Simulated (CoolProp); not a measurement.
The fluid at 199.44 K and 0.086 MPa is throttled through a valve to 0.0375 MPa with no heat exchange. The same conditions are run with several fluids, on thermodynamics alone (safety and materials aside).

Computed with CoolProp (reference Helmholtz-energy equation of state of each fluid (C2F6 (R116): Lemmon 2006; nitrous oxide: Lemmon 2006; fluorine: de Reuck 1990; CF4 (R14): Platzer 1990; normal hydrogen: Leachman 2009)). The equations of Platzer and Polt are older, rougher fits.

Q: Rank C2F6 (R116), nitrous oxide, fluorine, CF4 (R14), normal hydrogen by temperature change (K), highest first.

A: normal hydrogen (-0.0), fluorine (-0.2), CF4 (R14) (-0.7), C2F6 (R116) (-1.4), nitrous oxide (-1.5)

```tsv
fluid	final density (kg/m³)
C2F6 (R116)	3.19
nitrous oxide	1.01
fluorine	0.861
CF4 (R14)	2.01
normal hydrogen	0.0456
```
